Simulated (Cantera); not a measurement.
An isothermal, constant-pressure homogeneous reactor starts with 72.6 % NO, 27.4 % N2, at 1650 K and 0.0168 atm.

Cantera simulation using GRI-Mech 3.0 (53 species, 325 reactions); the numbers are that mechanism's predictions, not measurements. Radical loss at walls, strong at low pressure, is not modelled.

Q: Predict: x(NO) at 50.0 s; x(O2) at 50.0 s; x(O) at 50.0 s; x(NO2) at 50.0 s; x(N2) at 50.0 s.

A: 
| Quantity | Result |
|---|---|
| x(NO) at 50.0 s | 0.676 (gas-phase equilibrium 0.00282) |
| x(O2) at 50.0 s | 0.0252 (gas-phase equilibrium 0.362) |
| x(O) at 50.0 s | 4.08e-5 (gas-phase equilibrium 0.000120) |
| x(NO2) at 50.0 s | 0.000100 (gas-phase equilibrium 1.70e-6) |
| x(N2) at 50.0 s | 0.299 (gas-phase equilibrium 0.635) |
